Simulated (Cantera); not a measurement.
Mixture: H2 : O2 : N2 = 1 : 0.515 : 1.94 (molar parts), at 26.0 bar, adiabatic and at constant volume. Ignition delay is the time to a rise of 400 K.

Computed with Cantera and the H2/O2 subset of GRI-Mech 3.0, which has no nitrogen chemistry. The hydrogen kinetics of GRI-Mech 3.0 are dated; newer H2 mechanisms differ, most at raised pressure. The pressure lies above the range GRI-Mech 3.0 was tuned for (to about 10 atm).

| quantity | before | after |
|---|---|---|
| delay at 1075 K | 1.07 ms | 0.107 ms |
| delay at 1175 K | 0.171 ms | 51.0 µs |
| delay at 1275 K | 29.0 µs | 30.8 µs |
| delay at 1375 K | 3.76 µs | 21.2 µs |
| delay at 1475 K | 0.919 µs | 16.1 µs |

Problem. Which change was made?
A. O2 0.515 to 0.37 parts
B. pressure from 26.0 bar to 0.430 bar
C. pressure from 26.0 bar to 1.01 bar
D. H2 1 to 2.4 parts

Solution. C, pressure from 26.0 bar to 1.01 bar
